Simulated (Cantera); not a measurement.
A closed system holds: 1 mol Si, 3.1 mol Cl₂, 10 mol N₂, 5 mol NF₃, equilibrated at 823.15 K and 20.0 Pa.

Cantera equilibrium calculation (NASA polynomials, part measured and part estimated; ideal gas, pure solids and liquids). Candidate condensed phases: Si, Si₃N₄; 24 gas species. Kinetics and transport are ignored.

Base state: N₂ 0.525, ClF 0.261, F 0.143, SiF₄ 0.0420, F₂ 0.0295 (mole fractions); condensed: gas only.

Q: What changes in the equilibrium state with this change: Cl₂ from 3.1 to 5.4 mol?

A: 
| species | before | after |
|---|---|---|
| N₂ | 0.525 | 0.510 |
| ClF | 0.261 | 0.440 |
| SiF₄ | 0.0420 | 0.0408 |
| F | 0.143 | 0.00845 |
| F₂ | 0.0295 | 0.000104 |
| Cl₂ | 2.96e-7 | 0.000241 |
| Cl | 6.07e-7 | 1.73e-5 |

Q: What changes in the equilibrium state with this change: N₂ from 10 to 0.13 mol?

A: 
```tsv
species	before	after
ClF	0.261	0.452
F	0.143	0.216
N₂	0.525	0.192
F₂	0.0295	0.0673
SiF₄	0.0420	0.0730
NF₃	8.57e-6	1.79e-5
```

Q: What changes in the equilibrium state with this change: pressure from 20.0 Pa to 13.3 mbar?

A: 
```
species   before     after
-------  -------  --------
N₂         0.525     0.557
ClF        0.261     0.277
F₂        0.0295    0.0876
F          0.143    0.0301
SiF₄      0.0420    0.0447
NF₃      8.57e-6   0.00301
ClF₃     7.70e-7  0.000162
```
